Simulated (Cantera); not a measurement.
Feed: 1 mol Si3N4, a varied amount of N2O, 69 mol H2, held at 1150 K and 750 Torr.

Equilibrium computed with Cantera from the NASA thermochemical tables; the gas is ideal and each condensed phase is pure. Candidate condensed phases: H2O, Si, SiO2, Si2N2O, Si3N4; 35 gas species. Mutual solubility and eutectic melting of coexisting phases are not modelled. The tables hold silica as quartz up to 1696 K and as liquid above; real silica turns to tridymite and cristobalite and melts near 1996 K. Kinetics and transport are ignored.

Question: Which condensed phases are stable at each of these points (n(N2O) (mol)): 0.51, 0.73, 0.95, 1.2, 1.4, 1.6, 1.8, 2.1?

Answer: 
```csv
n(N2O) (mol),condensed phases,Si condensed (%)
0.51,Si2N2O(s) + Si3N4(s),100.0
0.73,Si2N2O(s) + Si3N4(s),100.0
0.95,Si2N2O(s) + Si3N4(s),100.0
1.2,Si2N2O(s) + Si3N4(s),100.0
1.4,Si2N2O(s) + Si3N4(s),100.0
1.6,SiO2(β-quartz) + Si2N2O(s),100.0
1.8,SiO2(β-quartz) + Si2N2O(s),100.0
2.1,SiO2(β-quartz) + Si2N2O(s),100.0
```

From 0.51 mol N2O to 1.4 mol N2O the condensed part is Si2N2O(s) + Si3N4(s). From 1.6 mol N2O to 2.1 mol N2O the condensed part is SiO2(β-quartz) + Si2N2O(s).
